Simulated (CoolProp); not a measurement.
Values from CoolProp's reference Helmholtz-energy equation of state, Platzer 1990. This equation is an older, rougher fit.

Problem. For R114, give the phase and the cv (kJ/(kg K)), speed of sound (m/s) at 500 K and 0.0053 MPa; 500 K and 0.246 MPa; 500 K and 0.466 MPa.

Solution. 
- 500 K and 0.0053 MPa: gas; cv 0.816, speed of sound 160
- 500 K and 0.246 MPa: gas; cv 0.817, speed of sound 159
- 500 K and 0.466 MPa: gas; cv 0.817, speed of sound 157
